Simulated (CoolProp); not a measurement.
Computed with CoolProp (reference Helmholtz-energy equation of state, Platzer 1990). This equation is an older, rougher fit.

For c-C4F8 (RC318), give the phase and the cv (kJ/(kg K)), viscosity (µPa s) at 433.7 K and 0.0663 bar; 433.7 K and 0.781 bar.


- 433.7 K and 0.0663 bar: gas; cv 0.925, viscosity 16.7
- 433.7 K and 0.781 bar: gas; cv 0.926, viscosity 16.7

Viscosity comes from a separate model (Huber 2003), an estimate that may be off by 10 % or more.
